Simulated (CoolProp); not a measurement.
Vapour-liquid equilibrium of diethyl ether (1) + methanol (2) at 1.23 MPa; x and y are mole fractions of (1).

Values from CoolProp's multi-fluid Helmholtz-energy mixture model, Thol 2014 and de Reuck 1993; pair parameters Bell 2016.

| x | bubble temperature, mixture model (K) | bubble temperature, Raoult's law (K) | y, mixture model | y, Raoult's law |
|---|---|---|---|---|
| 0.05 | 414.9 | 417.3 | 0.104 | 0.065 |
| 0.125 | 411.1 | 416.3 | 0.229 | 0.160 |
| 0.2 | 408.0 | 415.3 | 0.326 | 0.252 |
| 0.275 | ? | 414.2 | 0.403 | 0.339 |
| 0.35 | 403.9 | 413.2 | 0.467 | 0.424 |
| 0.425 | 402.5 | 412.1 | 0.523 | 0.504 |
| 0.5 | ? | 411.0 | ? | 0.581 |
| 0.575 | 400.7 | 409.8 | 0.623 | 0.654 |
| 0.65 | 400.2 | 408.7 | 0.673 | 0.723 |
| 0.725 | 400.0 | 407.5 | 0.727 | 0.789 |
| 0.8 | 400.1 | 406.3 | 0.786 | 0.851 |
| 0.875 | 400.7 | 405.1 | 0.854 | 0.910 |
| 0.95 | 401.9 | 403.9 | 0.936 | 0.965 |

Question: Some entries are withheld; supply them.

Answer: 
- 0.275, bubble temperature, mixture model (K): 405.7
- 0.5, bubble temperature, mixture model (K): 401.4
- 0.5, y, mixture model: 0.574

The largest gap from Raoult's law is -9.6 K in bubble temperature, at x = 0.425. y crosses x between x = 0.725 and 0.8: the model has an azeotrope there.

The pair parameters rest on a limited set of measurements; away from them the model extrapolates.
